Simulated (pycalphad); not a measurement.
All values are pycalphad results on the COST 507 light-alloy database (1999) (1 atm), not direct measurements. These are 1990s assessments: newer ones move some temperatures and phases. Kinetics are ignored, which matters at the lower temperatures.

Molar enthalpy of Hf-94.6B (at.%) in equilibrium (SER reference):

```
T (°C)  H (kJ/mol)         phases
------  ----------  -------------
3627        142.33         liquid
3427        135.92         liquid
3227        129.50         liquid
3027        123.09         liquid
2827        116.67         liquid
2727        113.46         liquid
2627        110.25         liquid
2427         99.25   liquid + B2M
2227         87.23   liquid + B2M
2027         33.98  β-boron + B2M
1927         30.95  β-boron + B2M
1827         27.96  β-boron + B2M
1627         22.06  β-boron + B2M
1427         16.29  β-boron + B2M
1227         10.65  β-boron + B2M
1027          5.18  β-boron + B2M
827          -0.10  β-boron + B2M
627          -5.12  β-boron + B2M
427          -9.80  β-boron + B2M
227         -13.98  β-boron + B2M
```

Cooling from 2627 °C to 2027 °C, across the freezing range, releases 76.3 kJ/mol, or 3840 J/g. The slope is 32 J/(mol K) in the liquid and 30 J/(mol K) just below the solidus, where it includes any heat of precipitation. Liquidus 2536 °C, solidus 2065 °C. Changes were sought between steps of 100 K, so a narrower field can be missed.

Database names, with the compositions (at.%) that they take in these runs: B2M: B 67 Hf 33.
